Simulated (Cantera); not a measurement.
What does this Cantera script print?

```python
import numpy as np
import cantera as ct

gas_names = [...]  # 76 gases of nasa_gas.yaml made of C, H
cond_names = """
    C(gr) C6H6(L) C7H8(L) C8H18(L),n-octa
""".split()


# ... load() reads the species with a 1 bar reference pressure and builds the phases ...
atoms = {
    'n-butane': {'C': 4, 'H': 10},
    'H2': {'H': 2},
}
top_T = {'C(gr)': 4500}  # K; cautious upper limits of use, not melting points


# ... equilibrate(T, P, feed) seeds the gas with the atoms and calls Mixture.equilibrate('TP', solver="vcs", rtol=1e-11, max_steps=5000) ...
results = []
T = 2748.15  # K
P = 100  # Pa
for m in [0.37, 0.63, 1.1, 1.8, 3, 5, 8.5, 14, 24, 40]:
    feed = {'n-butane': 1, 'H2': m}  # mol
    mix = equilibrate(T, P, feed)
    results.append((T, P, feed, dict(zip(mix.species_names, mix.species_moles))))
    x = sorted(zip(gas.X, gas.species_names), reverse=True)
    print(f"T = {T:g} K  P = {P:g} Pa  n(H2) = {m:g} mol  gas = {mix.phase_moles(0):.4g} mol")
    print("   x: " + "  ".join(f"{s} {v:.3e}" for v, s in x if v > 0.0001))
    print("   condensed (mol): " + ("  ".join(f"{mix.phase(i).name} {mix.phase_moles(i):.4g}"
          for i in range(1, mix.n_phases) if mix.phase_moles(i) > 1e-12) or "none"))
```

Output:

```
T = 2748.15 K  P = 100 Pa  n(H2) = 0.37 mol  gas = 9.51 mol
   x: H 8.241e-01  H2 1.471e-01  C3 1.648e-02  C2H2,acetylene 4.113e-03  C 3.697e-03  C2H 2.663e-03  C2 1.593e-03  C5 1.311e-04
   condensed (mol): C(gr) 3.326
T = 2748.15 K  P = 100 Pa  n(H2) = 0.63 mol  gas = 9.97 mol
   x: H 8.241e-01  H2 1.471e-01  C3 1.648e-02  C2H2,acetylene 4.113e-03  C 3.697e-03  C2H 2.663e-03  C2 1.593e-03  C5 1.311e-04
   condensed (mol): C(gr) 3.293
T = 2748.15 K  P = 100 Pa  n(H2) = 1.1 mol  gas = 10.8 mol
   x: H 8.241e-01  H2 1.471e-01  C3 1.648e-02  C2H2,acetylene 4.113e-03  C 3.697e-03  C2H 2.663e-03  C2 1.593e-03  C5 1.311e-04
   condensed (mol): C(gr) 3.234
T = 2748.15 K  P = 100 Pa  n(H2) = 1.8 mol  gas = 12.04 mol
   x: H 8.241e-01  H2 1.471e-01  C3 1.648e-02  C2H2,acetylene 4.113e-03  C 3.697e-03  C2H 2.663e-03  C2 1.593e-03  C5 1.311e-04
   condensed (mol): C(gr) 3.147
T = 2748.15 K  P = 100 Pa  n(H2) = 3 mol  gas = 14.17 mol
   x: H 8.241e-01  H2 1.471e-01  C3 1.648e-02  C2H2,acetylene 4.113e-03  C 3.697e-03  C2H 2.663e-03  C2 1.593e-03  C5 1.311e-04
   condensed (mol): C(gr) 2.996
T = 2748.15 K  P = 100 Pa  n(H2) = 5 mol  gas = 17.71 mol
   x: H 8.241e-01  H2 1.471e-01  C3 1.648e-02  C2H2,acetylene 4.113e-03  C 3.697e-03  C2H 2.663e-03  C2 1.593e-03  C5 1.311e-04
   condensed (mol): C(gr) 2.745
T = 2748.15 K  P = 100 Pa  n(H2) = 8.5 mol  gas = 23.91 mol
   x: H 8.241e-01  H2 1.471e-01  C3 1.648e-02  C2H2,acetylene 4.113e-03  C 3.697e-03  C2H 2.663e-03  C2 1.593e-03  C5 1.311e-04
   condensed (mol): C(gr) 2.306
T = 2748.15 K  P = 100 Pa  n(H2) = 14 mol  gas = 33.65 mol
   x: H 8.241e-01  H2 1.471e-01  C3 1.648e-02  C2H2,acetylene 4.113e-03  C 3.697e-03  C2H 2.663e-03  C2 1.593e-03  C5 1.311e-04
   condensed (mol): C(gr) 1.616
T = 2748.15 K  P = 100 Pa  n(H2) = 24 mol  gas = 51.36 mol
   x: H 8.241e-01  H2 1.471e-01  C3 1.648e-02  C2H2,acetylene 4.113e-03  C 3.697e-03  C2H 2.663e-03  C2 1.593e-03  C5 1.311e-04
   condensed (mol): C(gr) 0.3605
T = 2748.15 K  P = 100 Pa  n(H2) = 40 mol  gas = 79.18 mol
   x: H 8.297e-01  H2 1.491e-01  C3 1.121e-02  C 3.252e-03  C2H2,acetylene 3.225e-03  C2H 2.074e-03  C2 1.232e-03
   condensed (mol): none
```

These are equilibrium values from Cantera (NASA tables, ideal gas, pure condensed phases), not measurements of a reactor.
